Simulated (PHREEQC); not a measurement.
Consider water at 80 °C with 110 mmol/kgw HCl, 11 mmol/kgw CaCl2 and 0.07 mmol/kgw MnSO4. Closed to the air; pH follows from the charge balance.

All values are PHREEQC results (ion-association model, phreeqc.dat), not measurements.

| Quantity | Value |
|---|---|
| pH | 1.06 |
| ionic strength | 0.143 mol/kgw |
| specific conductance | 98800 µS/cm |
| density | 0.975 g/cm³ |
| total alkalinity | -110 meq/kg |

```
species  molality  activity   log γ
-------  --------  --------  ------
Cl-         0.132    0.0945  -0.145
H+          0.110    0.0872  -0.100
Ca+2       0.0110   0.00345  -0.503
HSO4-     6.18e-5   4.56e-5  -0.132
Mn+2      5.96e-5   1.93e-5  -0.489
MnCl+     1.01e-5   7.44e-6  -0.132
SO4-2     4.48e-6   1.31e-6  -0.533
CaHSO4+   2.57e-6   1.89e-6  -0.132
CaSO4     1.10e-6   1.14e-6   0.014
MnCl2     2.97e-7   3.07e-7   0.014
MnCl3-    1.08e-8   7.99e-9  -0.132
MnSO4     1.06e-8   1.09e-8   0.014
```

No solid was allowed to form. Away from 25 °C the constants follow the database's enthalpies or fits; those with neither stay at their 25 °C values.
